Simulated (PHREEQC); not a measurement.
Alkaline etch or developer: an equilibrium model

Solution (25 °C): 0.22 mol/kgw NaOH and 0.00035 mol/kgw Na2SiO3. Closed to the air; pH follows from the charge balance.

Computed with PHREEQC (ion-association model, phreeqc.dat).

Each row changes one thing in this solution. Precipitation was switched off in this run.

| case | pH | ionic strength (mol/kgw) | H2SiO4-2 (mol/kgw) | H3SiO4- (mol/kgw) | H4SiO4 (mol/kgw) | SI of Quartz (SiO2) |
|---|---|---|---|---|---|---|
| as made | 13.19 | 0.221 | 0.000249 | 0.000101 | 3.02e-8 | -3.51 |
| NaOH left out | 10.58 | 0.000701 | 8.50e-7 | 0.000298 | 5.11e-5 | -0.31 |
| temperature from 25 to 65 °C | 12.08 | 0.221 | 0.000216 | 0.000134 | 1.68e-7 | -3.29 |
| temperature from 25 to 55 °C | 12.32 | 0.221 | 0.000225 | 0.000125 | 1.14e-7 | -3.34 |
| Na2SiO3 from 0.00035 to 0.000315 mol/kgw | 13.19 | 0.221 | 0.000224 | 9.08e-5 | 2.72e-8 | -3.56 |

Species that the database lacks are ignored. Constants without temperature data keep their 25 °C values here.
